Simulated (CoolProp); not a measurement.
500 sccm (0 °C, 1 atm) of nitrogen bubbles through liquid water at 327.2 K and leaves saturated at a total pressure of 0.15 MPa (ideal gas phase). Each further row changes one setting.

Computed with CoolProp (reference Helmholtz-energy equation of state, Wagner 2002).

```json
[
 {"case": "as stated", "vapour pressure (kPa)": "15.1", "mole fraction of vapour": "0.100", "delivery (mg/min)": "44.8", "delivery (sccm)": "55.8", "change of delivery for a bath 1 K warmer (%)": "5.5"},
 {"case": "bath temperature 332.2 K", "vapour pressure (kPa)": "19.1", "mole fraction of vapour": "0.127", "delivery (mg/min)": "58.6", "delivery (sccm)": "72.9", "change of delivery for a bath 1 K warmer (%)": "5.5"},
 {"case": "total pressure 0.3 MPa", "vapour pressure (kPa)": "15.1", "mole fraction of vapour": "0.0502", "delivery (mg/min)": "21.2", "delivery (sccm)": "26.4", "change of delivery for a bath 1 K warmer (%)": "5.2"}
]
```
